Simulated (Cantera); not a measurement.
Feed: 1 mol FeS, 47 mol H₂, 18 mol N₂, held at 1400 K.

Method: chemical equilibrium by Gibbs-energy minimisation in Cantera with the NASA 1993 tables (ideal gas, pure condensed phases). Candidate condensed phases: Fe, FeS, FeS₂, S; 16 gas species. Equilibrium is a limit: real reactors are often held back by kinetics, nucleation or transport.

Question: At 0.000100 bar, list the 6 most abundant gas species with their mole fractions, and the condensed phases.

Answer: H₂ 0.715, N₂ 0.275, S₂ 0.00563, H₂S 0.00327, SH 0.000671, H 0.000411. Condensed: Fe(γ).
